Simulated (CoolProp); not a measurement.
Carbon monoxide along the isotherm 106.6 K: density (kg/m³) from the reference equation and from simpler models built on Tc = 132.9 K, pc = 3.498 MPa, ω = 0.050; each cubic takes its own stable root.

Values from CoolProp's reference Helmholtz-energy equation of state, Lemmon 2006. It is a short technical equation, of lower accuracy than the large ones.

| p (MPa) | phase | reference |
|---|---|---|
| 0.175 | gas | 5.715 |
| 0.35 | gas | 11.85 |
| 0.525 | gas | 18.51 |
| 0.7 | gas | 25.86 |
| 1.05 | liquid | 669.6 |
| 1.22 | liquid | 670.7 |
| 1.4 | liquid | 671.8 |
| 1.57 | liquid | 672.9 |
| 1.75 | liquid | 674.0 |

Q: How far does each simpler model (van der Waals, Soave-Redlich-Kwong, Peng-Robinson) lie from the reference over these 9 states: mean and median of the absolute difference, and the worst?

A: 
- van der Waals: mean 32.3 %, median 31.6 %, worst -94.0 % at 106.6 K and 1.05 MPa
- Soave-Redlich-Kwong: mean 1.8 %, median 3.0 %, worst -3.4 % at 106.6 K and 1.05 MPa
- Peng-Robinson: mean 5.7 %, median 9.5 %, worst +9.9 % at 106.6 K and 1.75 MPa

At some of these states van der Waals gives the other phase, because its saturation line lies elsewhere.
